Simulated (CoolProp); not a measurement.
A simple Rankine cycle with m-xylene: condensing at 323.15 K, boiler at 0.401 MPa, turbine inlet 487.1 K, turbine efficiency 0.75, pump efficiency 0.7, no recuperator. Each further row changes one setting.

Computed with CoolProp (reference Helmholtz-energy equation of state, Zhou 2012).

```
case                             thermal efficiency (%)  net work (kJ/kg)  heat in (kJ/kg)  turbine exit temperature (K)  volume ratio over the turbine
-------------------------------  ----------------------  ----------------  ---------------  ----------------------------  -----------------------------
as stated                                          17.9               [?]              636                         414.4                           90.9
turbine inlet 507.1 K                              17.7               [?]              676                           [?]                            [?]
condensing temperature 315.15 K                    18.8               123              650                         408.8                            133
boiler pressure 0.281 MPa                          16.7               107              [?]                         421.2                           62.5
turbine efficiency 0.65                            15.5              98.3              636                         423.6                            [?]
```

Complete the blanks.


- as stated, net work (kJ/kg): 114
- turbine inlet 507.1 K, net work (kJ/kg): 119
- turbine inlet 507.1 K, turbine exit temperature (K): 434.6
- turbine inlet 507.1 K, volume ratio over the turbine: 90.2
- boiler pressure 0.281 MPa, heat in (kJ/kg): 641
- turbine efficiency 0.65, volume ratio over the turbine: 92.9
